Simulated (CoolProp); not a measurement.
Saturated liquid density (kg/m³) of octamethylcyclotetrasiloxane (D4): the reference equation beside estimates from Tc = 586.5 K, pc = 1347 kPa, ω = 0.598. Rackett uses Z = 0.29056 − 0.08775 ω.

The numbers come from the reference Helmholtz-energy equation of state, Thol 2015 in CoolProp.

```csv
T (K),reference,Rackett,van der Waals
354.3,885.7,1035,503.7
365.9,871.9,1019,496.8
377.5,857.9,1002,489.6
389.1,843.7,985.0,482.2
400.7,829.2,967.4,474.5
412.3,814.4,949.3,466.5
423.9,799.3,930.8,458.2
435.5,783.8,911.6,449.6
447.1,767.9,891.8,440.7
458.7,751.4,871.2,431.3
470.3,734.2,849.8,421.4
481.9,716.3,827.3,411.0
```

Absolute difference from the reference over all 12 rows, mean and median: Rackett 16.4 and 16.5 %, van der Waals 42.8 and 42.7 %.
